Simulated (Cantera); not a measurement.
Input (Python, Cantera):

```python
import numpy as np
import cantera as ct

gas = ct.Solution("gri30.yaml")
gas.TPX = 1475, 62000, {'CH2O': 0.017, 'O2': 0.031, 'N2': 1, 'CH4': 0.0089}
reactor = ct.IdealGasConstPressureReactor(gas, energy="off", clone=False)
net = ct.ReactorNet([reactor])
net.rtol, net.atol = 1e-08, 1e-18
show = ['CH2O', 'O2', 'C2H6', 'N2O', 'HCN', 'CO', 'HO2']
times = np.geomspace(0.0009, 2, 15)

steps = ct.SolutionArray(gas, extra=["t"])
rows = []
print(f"{'t/s':>10s}{'T/K':>9s}{'P/Pa':>11s}" + "".join(f"{s:>11s}" for s in show))
for t in times:
    while net.time < t:
        t_next = net.step()
        steps.append(gas.state, t=t_next)
    rows.append([np.interp(t, steps.t, y) for y in (steps.T, steps.P, *steps(*show).X.T)])
    print(f"{t:10.3e}{rows[-1][0]:9.1f}{rows[-1][1]:11.4g}" + "".join(f"{x:11.3e}" for x in rows[-1][2:]))
rate = np.gradient(steps.T, steps.t)
print("integrator steps:", len(steps.t))
if steps.T.max() > steps.T[0] + 200:
    print(f"time of steepest temperature rise: {steps.t[rate.argmax()]:.4e} s")
gas.TPX = 1475, 62000, {'CH2O': 0.017, 'O2': 0.031, 'N2': 1, 'CH4': 0.0089}
gas.equilibrate("TP")
print(f"equilibrium (TP): T = {gas.T:.1f} K  " + "  ".join(f"{s} {gas[s].X[0]:.3e}" for s in show))
```

Output:

```
       t/s      T/K       P/Pa       CH2O         O2       C2H6        N2O        HCN         CO        HO2
 9.000e-04   1475.0    6.2e+04  1.955e-10  6.944e-03  6.948e-19  4.947e-08  1.806e-07  1.696e-02  1.321e-06
 1.561e-03   1475.0    6.2e+04  6.795e-11  3.537e-03  1.661e-26  3.349e-08  2.018e-10  8.725e-03  6.994e-07
 2.706e-03   1475.0    6.2e+04  4.177e-11  2.051e-03  9.999e-27  2.725e-08  4.823e-13  6.684e-03  4.181e-07
 4.693e-03   1475.0    6.2e+04  2.559e-11  1.104e-03  5.305e-27  2.166e-08  1.216e-13  5.634e-03  2.311e-07
 8.137e-03   1475.0    6.2e+04  1.597e-11  5.193e-04  2.799e-27  1.573e-08  1.352e-13  4.983e-03  1.116e-07
 1.411e-02   1475.0    6.2e+04  1.050e-11  2.063e-04  1.621e-27  1.022e-08  1.861e-13  4.637e-03  4.565e-08
 2.447e-02   1475.0    6.2e+04  7.331e-12  6.874e-05  1.058e-27  5.996e-09  3.236e-13  4.495e-03  1.563e-08
 4.243e-02   1475.0    6.2e+04  5.497e-12  2.012e-05  7.703e-28  3.365e-09  6.817e-13  4.456e-03  4.648e-09
 7.357e-02   1475.0    6.2e+04  4.477e-12  5.568e-06  5.971e-28  2.069e-09  1.573e-12  4.452e-03  1.280e-09
 1.276e-01   1475.0    6.2e+04  3.931e-12  1.530e-06  4.585e-28  1.685e-09  3.696e-12  4.456e-03  3.393e-10
 2.212e-01   1475.0    6.2e+04  3.642e-12  4.233e-07  3.302e-28  1.869e-09  8.555e-12  4.459e-03  8.673e-11
 3.836e-01   1475.0    6.2e+04  3.490e-12  1.177e-07  2.175e-28  2.285e-09  1.902e-11  4.461e-03  2.097e-11
 6.651e-01   1475.0    6.2e+04  3.410e-12  3.307e-08  1.306e-28  2.536e-09  3.950e-11  4.462e-03  4.750e-12
 1.153e+00   1475.0    6.2e+04  3.367e-12  9.628e-09  7.293e-29  2.362e-09  7.522e-11  4.463e-03  1.044e-12
 2.000e+00   1475.0    6.2e+04  3.345e-12  3.059e-09  4.014e-29  1.889e-09  1.321e-10  4.463e-03  2.482e-13
integrator steps: 2655
equilibrium (TP): T = 1475.0 K  CH2O 3.311e-12  O2 3.662e-10  C2H6 4.969e-29  N2O 2.641e-12  HCN 3.195e-11  CO 4.457e-03  HO2 2.126e-14
```

Detailed kinetics in Cantera: GRI-Mech 3.0 (53 species, 325 reactions). The temperature is held fixed by assumption; the heat of reaction is taken as removed at once.
